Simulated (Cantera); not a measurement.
Charge: 1 mol Si, 2.8 mol NF3, 0.77 mol N2, equilibrated at 948 K.

Cantera equilibrium calculation (NASA polynomials, part measured and part estimated; ideal gas, pure solids and liquids). Candidate condensed phases: Si, Si3N4; 16 gas species. The numbers say what is thermodynamically allowed, not how fast it happens.

x: gas mole fraction; nothing condenses.

```tsv
P (Pa)	x F	x N2	x F2	x SiF4	x NF3	x NF2
1	0.580	0.287	0.00103	0.132	1.71e-10	5.70e-11
6.80	0.572	0.289	0.00684	0.133	1.98e-8	9.85e-10
46	0.526	0.298	0.0391	0.137	1.86e-6	1.49e-8
320	0.380	0.327	0.142	0.151	9.37e-5	1.49e-7
2200	?	0.364	?	0.168	?	?
15000	?	0.385	?	0.181	?	?
100000	0.0306	0.389	0.288	0.201	0.0921	5.83e-6
```

What belongs in the gaps?


- 2200, x F: 0.199
- 2200, x F2: 0.268
- 2200, x NF3: 0.00176
- 2200, x NF2: 7.78e-7
- 15000, x F: 0.0847
- 15000, x F2: 0.331
- 15000, x NF3: 0.0170
- 15000, x NF2: 2.59e-6
